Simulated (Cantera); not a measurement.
Feed: 1 mol (CH₃)₂SiCl₂, 0.008 mol C₂H₂, 1900 mol H₂, at 20.0 mbar.

Cantera equilibrium calculation (NASA polynomials, part measured and part estimated; ideal gas, pure solids and liquids). Candidate condensed phases: C, C₆H₆, C₇H₈, C₈H₁₈, Si, SiC; 109 gas species. The feed counts by its element totals alone. Gases not in the tables: Si₂H₆ and higher silanes. Equilibrium is a limit: real reactors are often held back by kinetics, nucleation or transport.

Question: Which condensed phases are stable at each of these points (T (K)): 1575, 1650, 1725, 1800, 1875, 1950, 2025, 2100, 2175, 2250, 2325, 2400, 2475?

Answer: 
```tsv
T (K)	condensed phases	Si condensed (%)
1575	C(graphite) + SiC(s)	100.0
1650	C(graphite) + SiC(s)	99.9
1725	C(graphite) + SiC(s)	99.7
1800	C(graphite) + SiC(s)	99.0
1875	SiC(s)	95.9
1950	SiC(s)	82.8
2025	SiC(s)	39.6
2100	gas only	0.0
2175	gas only	0.0
2250	gas only	0.0
2325	gas only	0.0
2400	gas only	0.0
2475	gas only	0.0
```

From 1575 K to 1800 K the condensed part is C(graphite) + SiC(s). From 1875 K to 2025 K the condensed part is SiC(s). From 2100 K to 2475 K nothing is condensed.
